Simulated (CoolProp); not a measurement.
R507A at 293.15 K and 14.7 MPa flows at 14 m/s in a round tube of 6 mm bore and 1.5 µm roughness, fully developed (64/Re and Nu = 3.66 if laminar; Colebrook and Gnielinski if turbulent). Each further row changes one setting.

Computed with CoolProp (reference Helmholtz-energy equation of state, Lemmon 2003). It is a pseudo-pure fit of the blend.

```json
[
 {"case": "as stated", "Reynolds number": "___", "Darcy friction factor": "0.0158", "pressure drop (Pa/m)": "301000", "heat-transfer coefficient (W/(m² K))": "25600", "mass flow (kg/h)": "1660"},
 {"case": "velocity 28 m/s", "Reynolds number": "1040000", "Darcy friction factor": "___", "pressure drop (Pa/m)": "___", "heat-transfer coefficient (W/(m² K))": "___", "mass flow (kg/h)": "3320"},
 {"case": "diameter 12 mm", "Reynolds number": "1040000", "Darcy friction factor": "___", "pressure drop (Pa/m)": "131000", "heat-transfer coefficient (W/(m² K))": "22900", "mass flow (kg/h)": "6640"}
]
```

### Question
Some entries are withheld; supply them.

### Answer

- as stated, Reynolds number: 519000
- velocity 28 m/s, Darcy friction factor: 0.0152
- velocity 28 m/s, pressure drop (Pa/m): 1150000
- velocity 28 m/s, heat-transfer coefficient (W/(m² K)): 49500
- diameter 12 mm, Darcy friction factor: 0.0137

Viscosity comes from a separate model (Geller 2000). Thermal conductivity comes from a separate model (Geller 2001).
